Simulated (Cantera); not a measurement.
Cantera run, input and output.

```python
import numpy as np
import cantera as ct

gas = ct.Solution("gri30.yaml")
gas.TPX = 2173, 38000, {'NO': 1, 'N2': 0.99}
reactor = ct.IdealGasConstPressureReactor(gas, energy="off", clone=False)
net = ct.ReactorNet([reactor])
net.rtol, net.atol = 1e-08, 1e-18
show = ['NO', 'N2', 'N2O', 'O', 'O2', 'NO2']
times = np.geomspace(0.0002, 3, 11)

steps = ct.SolutionArray(gas, extra=["t"])
rows = []
print(f"{'t/s':>10s}{'T/K':>9s}{'P/Pa':>11s}" + "".join(f"{s:>11s}" for s in show))
for t in times:
    while net.time < t:
        t_next = net.step()
        steps.append(gas.state, t=t_next)
    rows.append([np.interp(t, steps.t, y) for y in (steps.T, steps.P, *steps(*show).X.T)])
    print(f"{t:10.3e}{rows[-1][0]:9.1f}{rows[-1][1]:11.4g}" + "".join(f"{x:11.3e}" for x in rows[-1][2:]))
rate = np.gradient(steps.T, steps.t)
print("integrator steps:", len(steps.t))
if steps.T.max() > steps.T[0] + 200:
    print(f"time of steepest temperature rise: {steps.t[rate.argmax()]:.4e} s")
gas.TPX = 2173, 38000, {'NO': 1, 'N2': 0.99}
gas.equilibrate("TP")
print(f"equilibrium (TP): T = {gas.T:.1f} K  " + "  ".join(f"{s} {gas[s].X[0]:.3e}" for s in show))
```

It prints:

```
       t/s      T/K       P/Pa         NO         N2        N2O          O         O2        NO2
 2.000e-04   2173.0    3.8e+04  5.023e-01  4.975e-01  5.482e-05  7.297e-05  4.949e-06  1.268e-05
 5.232e-04   2173.0    3.8e+04  5.020e-01  4.976e-01  9.852e-05  2.033e-04  4.493e-05  4.098e-05
 1.369e-03   2173.0    3.8e+04  5.010e-01  4.980e-01  1.217e-04  3.967e-04  3.749e-04  8.039e-05
 3.580e-03   2173.0    3.8e+04  4.983e-01  4.993e-01  1.207e-04  4.541e-04  1.681e-03  9.194e-05
 9.364e-03   2173.0    3.8e+04  4.911e-01  5.029e-01  1.161e-04  5.045e-04  5.245e-03  1.028e-04
 2.449e-02   2173.0    3.8e+04  4.716e-01  5.126e-01  1.049e-04  6.198e-04  1.490e-02  1.257e-04
 6.407e-02   2173.0    3.8e+04  4.190e-01  5.389e-01  7.959e-05  8.546e-04  4.105e-02  1.606e-04
 1.676e-01   2173.0    3.8e+04  2.931e-01  6.017e-01  3.666e-05  1.245e-03  1.038e-01  1.697e-04
 4.384e-01   2173.0    3.8e+04  1.101e-01  6.930e-01  5.137e-06  1.653e-03  1.951e-01  8.650e-05
 1.147e+00   2173.0    3.8e+04  2.319e-02  7.365e-01  5.579e-07  1.813e-03  2.385e-01  2.011e-05
 3.000e+00   2173.0    3.8e+04  1.262e-02  7.417e-01  4.163e-07  1.831e-03  2.438e-01  1.106e-05
integrator steps: 874
equilibrium (TP): T = 2173.0 K  NO 1.245e-02  N2 7.418e-01  N2O 4.148e-07  O 1.832e-03  O2 2.439e-01  NO2 1.092e-05
```

Computed with Cantera and GRI-Mech 3.0 (53 species, 325 reactions).
